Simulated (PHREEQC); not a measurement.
Solution (65 °C): 120 mmol/kgw H2SO4, 7.9 mmol/kgw ZnSO4 and 0.23 mmol/kgw MgSO4. Closed to the air; pH follows from the charge balance.

Computed with PHREEQC (ion-association model, phreeqc.dat).

Each row changes one thing in this solution. Precipitation was switched off in this run.

| case | pH | ionic strength (mol/kgw) | HSO4- (mol/kgw) | SO4-2 (mol/kgw) |
|---|---|---|---|---|
| as made | 1.00 | 0.155 | 0.115 | 0.0111 |
| diluted 10-fold with water | 1.87 | 0.0209 | 0.00873 | 0.00385 |
| diluted 100-fold with water | 2.72 | 0.00314 | 0.000370 | 0.000899 |
| ZnSO4 left out | 0.98 | 0.140 | 0.110 | 0.00987 |
| temperature from 65 to 35 °C | 0.97 | 0.171 | 0.105 | 0.0197 |
| MgSO4 left out | 1.00 | 0.154 | 0.115 | 0.0110 |
| ZnSO4 from 0.0079 to 0.0119 mol/kgw | 1.01 | 0.162 | 0.117 | 0.0117 |
| temperature from 65 to 90 °C | 1.03 | 0.146 | 0.121 | 0.00621 |

Constants without temperature data keep their 25 °C values here.
